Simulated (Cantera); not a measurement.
A perfectly stirred reactor is fed with H2 : O2 : N2 = 1 : 1 : 0.88 (molar parts), equivalence ratio 0.50, at 143 Torr; it is held at 1250 K, and followed from long to short residence time.

Computed with Cantera and the H2/O2 subset of GRI-Mech 3.0, which has no nitrogen chemistry. The temperature is held fixed by assumption; the heat of reaction is taken as removed at once.

Task: What does this change do: pressure from 143 Torr to 100.0 Torr?

Result: 
```csv
quantity,before,after
x(H2) at τ = 0.680 s,0.000328,0.000414
x(O2) at τ = 0.680 s,0.210,0.210
x(H2O2) at τ = 0.680 s,1.00e-6,9.83e-7
x(OH) at τ = 0.680 s,0.000625,0.000820
x(H) at τ = 0.680 s,1.82e-5,3.70e-5
x(H2) at τ = 9.20 ms,0.00523,0.00653
x(O2) at τ = 9.20 ms,0.210,0.210
x(H2O2) at τ = 9.20 ms,4.36e-6,3.71e-6
x(OH) at τ = 9.20 ms,0.00273,0.00357
x(H) at τ = 9.20 ms,0.00135,0.00271
```

Task: What does this change do: H2 1 to 1.6 parts?

Result: 
```tsv
quantity	before	after
x(H2) at τ = 0.680 s	0.000328	0.000733
x(O2) at τ = 0.680 s	0.210	0.0747
x(H2O2) at τ = 0.680 s	1.00e-6	1.34e-6
x(OH) at τ = 0.680 s	0.000625	0.000694
x(H) at τ = 0.680 s	1.82e-5	5.29e-5
x(H2) at τ = 9.20 ms	0.00523	0.0113
x(O2) at τ = 9.20 ms	0.210	0.0788
x(H2O2) at τ = 9.20 ms	4.36e-6	5.07e-6
x(OH) at τ = 9.20 ms	0.00273	0.00303
x(H) at τ = 9.20 ms	0.00135	0.00362
```
